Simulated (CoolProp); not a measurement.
Values from CoolProp's reference Helmholtz-energy equation of state, Lemmon 2006. It is a short technical equation, of lower accuracy than the large ones.

Task: For nitrous oxide, give the phase and the cv (kJ/(kg K)), speed of sound (m/s), Joule-Thomson coefficient (K/MPa), isothermal compressibility (1/MPa) at 226.85 °C and 4830 kPa; 226.85 °C and 7240 kPa.

Result: 
- 226.85 °C and 4830 kPa: gas; cv 0.867, speed of sound 335, Joule-Thomson coefficient 3.20, isothermal compressibility 0.215
- 226.85 °C and 7240 kPa: gas; cv 0.874, speed of sound 334, Joule-Thomson coefficient 3.09, isothermal compressibility 0.146
